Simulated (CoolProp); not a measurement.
Vapour-liquid equilibrium of n-heptane (1) + p-xylene (2) at 795 kPa; x and y are mole fractions of (1).

Model: multi-fluid Helmholtz-energy mixture model, Span 2003 and Zhou 2012; pair parameters Bell 2016, in CoolProp.

Question: Give the bubble temperature and the first vapour's composition at x = 0.2, 0.35, 0.8. Is there an azeotrope?

Answer: x = 0.2: 494.9 K, y = 0.339; x = 0.35: 486.4 K, y = 0.517; x = 0.8: 467.7 K, y = 0.877. No azeotrope shows between x = 0.05 and 0.95.

The pair parameters rest on a limited set of measurements; away from them the model extrapolates.
